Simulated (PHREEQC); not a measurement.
PHREEQC input (Pitzer model, pitzer.dat):

```
SOLUTION 1
  temp 30
  units mol/kgw
  pH 7 charge
  C(4) 0.0046
  Na 0.2792
  S(6) 0.035
  Cl 0.73
  K 0.53
END
USE solution 1
INCREMENTAL_REACTIONS false
REACTION 1
  H2O -1
  0 9.886 18.011 24.689 30.178 34.689 38.397 41.444
  43.949 46.007 47.699 49.089 50.232 51.172 51.944 52.578
  53.1 53.528 53.88 54.17 54.408 54.603 54.764 54.896
  55.005 55.094 55.168 55.228 moles
EQUILIBRIUM_PHASES 1
  Arcanite 0 0
  Burkeite 0 0
  Glaserite 0 0
  Halite 0 0
  Kalicinite 0 0
  Mirabilite 0 0
  Misenite 0 0
  Nahcolite 0 0
  Natron 0 0
  Sylvite 0 0
  Thenardite 0 0
  Trona 0 0
SELECTED_OUTPUT 1
  -reset false
  -pH true
  -pe true
  -ionic_strength true
  -water true
  -activities H2O
  -totals C Cl K Na S
  -molalities H+ Na+ K+ Cl- CO3-2 SO4-2 OH- HCO3- CO2 HSO4-
  -equilibrium_phases Arcanite Burkeite Glaserite Halite Kalicinite Mirabilite Misenite Nahcolite Natron Sylvite
    Thenardite Trona
PRINT
  -reset false
END
```

Selected output (columns that matter, 23 of 28 rows; water left (kg) added in front):

```
water left (kg)	pH	mu	C	Cl	K	Na	S	m_H+	m_Na+	la_H2O	Arcanite	Glaserite	Halite	Sylvite
1	10.425	0.84821	0.0046	0.73	0.53	0.2792	0.035	4.8878e-11	0.2792	-0.011019	0	0	0	0
0.821895	10.452	1.0321	0.0055968	0.88819	0.64485	0.3397	0.042585	4.467e-11	0.3397	-0.013421	0	0	0	0
0.675516	10.478	1.2558	0.0068096	1.0807	0.78459	0.41331	0.051812	4.0379e-11	0.41331	-0.016374	0	0	0	0
0.456318	10.531	1.8593	0.010081	1.5998	1.1615	0.61185	0.076701	3.1409e-11	0.61185	-0.024536	0	0	0	0
0.375048	10.559	2.2624	0.012265	1.9464	1.4132	0.74444	0.093321	2.6723e-11	0.74444	-0.030175	0	0	0	0
0.308246	10.589	2.7528	0.014923	2.3682	1.7194	0.90577	0.11355	2.1965e-11	0.90577	-0.037264	0	0	0	0
0.253352	10.623	3.3494	0.018157	2.8814	2.092	1.102	0.13815	1.7257e-11	1.102	-0.046247	0	0	0	0
0.171146	10.713	4.9585	0.026878	4.2654	3.0968	1.6314	0.2045	8.7676e-12	1.6314	-0.072571	0	0	0	0
0.140663	10.766	5.8813	0.032702	5.1897	3.6666	1.9849	0.19818	5.7453e-12	1.9849	-0.09086	0.0071228	0	0	0
0.115621	10.805	6.3583	0.039785	5.6973	3.7848	2.3539	0.18093	4.4139e-12	2.3539	-0.10177	0	0.0070402	0	0.071274
0.0950289	10.825	6.5979	0.048406	5.8924	3.516	2.8475	0.18716	3.7222e-12	2.8475	-0.10772	0	0.0086071	0	0.17005
0.0641859	10.854	7.3247	0.071667	6.4574	2.8504	4.1862	0.21791	2.4234e-12	4.1862	-0.12644	0	0.010506	0	0.31552
0.0527639	10.864	7.8726	0.087181	6.868	2.4549	5.0839	0.24823	1.824e-12	5.0839	-0.14129	0	0.010951	0	0.36762
0.0433597	10.9	8.074	0.10609	6.9829	2.3399	5.3716	0.25823	1.5585e-12	5.3716	-0.14635	0	0.011902	0.034387	0.39284
0.035649	10.946	8.113	0.12904	6.9571	2.3368	5.3922	0.2569	1.4199e-12	5.3922	-0.14654	0	0.012921	0.074052	0.40793
0.0293075	10.993	8.1604	0.15696	6.9258	2.333	5.4174	0.2553	1.2951e-12	5.4174	-0.14677	0	0.013759	0.10667	0.42035
0.0197952	11.09	8.2889	0.23238	6.8412	2.3225	5.4856	0.25108	1.082e-12	5.4856	-0.1474	0	0.015015	0.1556	0.43898
0.0162822	11.139	8.3746	0.28252	6.7849	2.3154	5.5312	0.24836	9.9204e-13	5.5312	-0.14782	0	0.015478	0.17366	0.44587
0.0133817	11.191	8.4796	0.34375	6.7163	2.3067	5.5873	0.24511	9.1132e-13	5.5873	-0.14835	0	0.01586	0.18857	0.45155
0.0110037	11.245	8.6075	0.41804	6.6331	2.296	5.6557	0.24128	8.3951e-13	5.6557	-0.149	0	0.016172	0.20079	0.45622
0.00743662	11.358	8.9549	0.61856	6.4089	2.2664	5.8427	0.23156	7.1886e-13	5.8427	-0.1508	0	0.016639	0.21911	0.46323
0.00610349	11.42	9.1908	0.75367	6.2582	2.2459	5.9706	0.22545	6.6832e-13	5.9706	-0.15206	0	0.016812	0.22595	0.46586
0.00502258	11.484	9.4759	0.91586	6.078	2.2206	6.1262	0.21856	6.2434e-13	6.1262	-0.15362	0	0.016951	0.23148	0.46799
```
